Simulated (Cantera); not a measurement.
A closed system holds: 1 mol CH3Cl, 0.023 mol F2, a varied amount of H2, equilibrated at 1575 K and 525 Torr.

Equilibrium computed with Cantera from the NASA thermochemical tables; the gas is ideal and each condensed phase is pure. Candidate condensed phases: C, C6H6, C7H8, C8H18; 118 gas species. Kinetics and transport are ignored.

log p: log10 of the partial pressure in bar; n: condensed amount in mol.

```
n(H2) (mol)  log p H2  log p HCl  log p HF  log p CH4  log p H  log p Cl  n C(graphite)
-----------  --------  ---------  --------  ---------  -------  --------  -------------
0.096           -0.45      -0.48     -1.82      -3.64    -4.61     -4.74          0.999
0.15            -0.44      -0.49     -1.83      -3.62    -4.60     -4.75          0.999
0.24            -0.42      -0.51     -1.85      -3.59    -4.59     -4.78          0.999
0.38            -0.40      -0.54     -1.87      -3.55    -4.58     -4.81          0.999
0.61            -0.38      -0.58     -1.91        ___    -4.57       ___          0.999
0.96            -0.34      -0.63     -1.97      -3.43    -4.55     -4.94          0.998
1.5             -0.31      -0.70     -2.04      -3.36    -4.54     -5.03          0.998
2.4             -0.27        ___       ___        ___    -4.52       ___          0.997
3.8             -0.24      -0.92     -2.26      -3.22    -4.50     -5.28          0.995
6               -0.22      -1.06     -2.40      -3.17    -4.49     -5.43          0.992
9.6             -0.20      -1.22     -2.56      -3.13    -4.48     -5.60          0.987
15              -0.18      -1.39     -2.72      -3.11    -4.47     -5.78          0.980
```

Task: Some entries are withheld; supply them.

Result: 
- 0.61, log p CH4: -3.49
- 0.61, log p Cl: -4.87
- 2.4, log p HCl: -0.80
- 2.4, log p HF: -2.14
- 2.4, log p CH4: -3.29
- 2.4, log p Cl: -5.15
